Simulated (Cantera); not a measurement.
**Hydrogen reduction and annealing atmospheres: SiO₂ + H₂ + N₂**

Feed: 1 mol SiO₂, 400 mol H₂, 13 mol N₂, held at 1425 °C and 1.00 bar.

These are equilibrium values from Cantera (NASA tables, ideal gas, pure condensed phases), not measurements of a reactor. Candidate condensed phases: H₂O, Si, SiO₂, Si₂N₂O, Si₃N₄; 35 gas species. The tables hold silica as quartz up to 1696 K and as liquid above; real silica turns to tridymite and cristobalite and melts near 1996 K. Equilibrium is a limit: real reactors are often held back by kinetics, nucleation or transport.

The x(H₂) is 0.967 and the x(N₂) is 0.0315. The x(H₂O) is 0.000506. The x(SiO) comes out as 0.000506, the x(H) comes out as 0.000142 and the x(NH₃) is 6.17e-6. The n(SiO₂(condensed)) is 0.791 mol, the gas amount is 413.2 mol and the log10 activity of Si(l) (absent) is -2.77.
